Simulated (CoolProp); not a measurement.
Vapour pressure (MPa) of hexamethyldisiloxane (MM): the reference equation beside estimates from Tc = 245.6 °C, pc = 1.931 MPa, ω = 0.418. Clausius-Clapeyron is anchored at 145.25 °C with a constant enthalpy of vaporisation of 27.06 kJ/mol.

Computed with CoolProp (reference Helmholtz-energy equation of state, Thol 2016).

| T (°C) | reference | Clausius-Clapeyron | van der Waals | Soave-Redlich-Kwong |
|---|---|---|---|---|
| 79.95 | 0.05347 | 0.07490 | 0.3352 | 0.05329 |
| 90.85 | 0.07587 | 0.09871 | 0.3921 | 0.07584 |
| 101.75 | 0.1050 | 0.1280 | 0.4549 | 0.1053 |
| 112.65 | 0.1422 | 0.1636 | 0.5238 | 0.1431 |
| 123.55 | 0.1889 | 0.2063 | ? | 0.1907 |
| 134.35 | 0.2458 | 0.2564 | 0.6804 | 0.2491 |
| 145.25 | 0.3157 | 0.3157 | 0.7691 | ? |
| 156.15 | 0.3997 | 0.3847 | 0.8647 | 0.4075 |
| 167.05 | 0.4998 | 0.4641 | 0.9674 | 0.5108 |
| 177.95 | 0.6177 | 0.5549 | 1.077 | 0.6326 |
| 188.85 | 0.7559 | 0.6579 | 1.195 | 0.7750 |
| 199.75 | 0.9167 | 0.7738 | ? | ? |
| 210.65 | 1.103 | 0.9036 | 1.453 | 1.130 |

Question: Some entries are withheld; supply them.

Answer: 
- 123.55, van der Waals: 0.5992
- 145.25, Soave-Redlich-Kwong: 0.3209
- 199.75, van der Waals: 1.320
- 199.75, Soave-Redlich-Kwong: 0.9400

Absolute difference from the reference over all 13 rows, mean and median: Clausius-Clapeyron 14.5 and 13.0 %, van der Waals 192.4 and 143.6 %, Soave-Redlich-Kwong 1.5 and 1.6 %.
